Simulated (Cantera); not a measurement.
Charge: 1 mol Fe3O4, 0.68 mol C, 0.039 mol CO, equilibrated at 2123.15 K and 20.0 Pa.

These are equilibrium values from Cantera (NASA tables, ideal gas, pure condensed phases), not measurements of a reactor. Candidate condensed phases: C, Fe, Fe(CO)5, FeO, Fe2O3, Fe3O4; 15 gas species. The tables' stoichiometric FeO is somewhat more stable than real wüstite, so its field is too wide. FeO: taken at fixed stoichiometry. Kinetics and transport are ignored.

Base state: Fe 0.401, CO2 0.195, O2 0.151, CO 0.124, FeO 0.0838, O 0.0449 (mole fractions); condensed: FeO(l).

Question: What changes in the equilibrium state with this change: 0.34 mol H2S added?

Answer: 
| species | before | after |
|---|---|---|
| Fe | 0.401 | 0.469 |
| O2 | 0.151 | 0.111 |
| FeO | 0.0838 | 0.0838 |
| CO2 | 0.195 | 0.0826 |
| CO | 0.124 | 0.0611 |
| SO2 | 0 | 0.0622 |
| H2O | 0 | 0.0430 |
| H | 0 | 0.0202 |
| OH | 0 | 0.0170 |
| O | 0.0449 | 0.0384 |
| H2 | 0 | 0.00633 |
| SO | 0 | 0.00561 |
| FeO(l), mol | 1.91 | 0.235 |
Further candidate phases: C6H6, C7H8, C8H18, Fe(OH)2, Fe(OH)3, FeS, FeSO4, FeS2, Fe2(SO4)3, H2O, H2SO4, S.

Question: What changes in the equilibrium state with this change: Fe3O4 replaced by Fe2O3?

Answer: 
```csv
species,before,after
Fe,0.401,0.401
CO2,0.195,0.195
O2,0.151,0.151
FeO,0.0838,0.0838
CO,0.124,0.124
O,0.0449,0.0449
"FeO(l), mol",1.91,0.906
```
